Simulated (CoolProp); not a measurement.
n-perfluorohexane along the isobar 9.59 MPa: density (kg/m³) from the reference equation and from simpler models built on Tc = 174.9 °C, pc = 1.742 MPa, ω = 0.497; each cubic takes its own stable root.

Computed with CoolProp (reference Helmholtz-energy equation of state, Gao 2022).

```json
[
 {"T (°C)": "-30.75", "phase": "liquid", "reference": "1858", "van der Waals": "1079", "Peng-Robinson": "1803"},
 {"T (°C)": "-18.45", "phase": "liquid", "reference": "1826", "van der Waals": "1068", "Peng-Robinson": "1783"},
 {"T (°C)": "-6.15", "phase": "liquid", "reference": "1795", "van der Waals": "1058", "Peng-Robinson": "1761"},
 {"T (°C)": "6.15", "phase": "liquid", "reference": "1763", "van der Waals": "1047", "Peng-Robinson": "1738"},
 {"T (°C)": "18.45", "phase": "liquid", "reference": "1732", "van der Waals": "1036", "Peng-Robinson": "1714"},
 {"T (°C)": "30.75", "phase": "liquid", "reference": "1700", "van der Waals": "1025", "Peng-Robinson": "1689"},
 {"T (°C)": "43.05", "phase": "liquid", "reference": "1669", "van der Waals": "1014", "Peng-Robinson": "1662"},
 {"T (°C)": "55.35", "phase": "liquid", "reference": "1636", "van der Waals": "1003", "Peng-Robinson": "1634"},
 {"T (°C)": "67.65", "phase": "liquid", "reference": "1604", "van der Waals": "991.5", "Peng-Robinson": "1604"},
 {"T (°C)": "79.95", "phase": "liquid", "reference": "1571", "van der Waals": "980.0", "Peng-Robinson": "1572"},
 {"T (°C)": "92.15", "phase": "liquid", "reference": "1537", "van der Waals": "968.5", "Peng-Robinson": "1539"},
 {"T (°C)": "104.45", "phase": "liquid", "reference": "1502", "van der Waals": "956.7", "Peng-Robinson": "1504"}
]
```
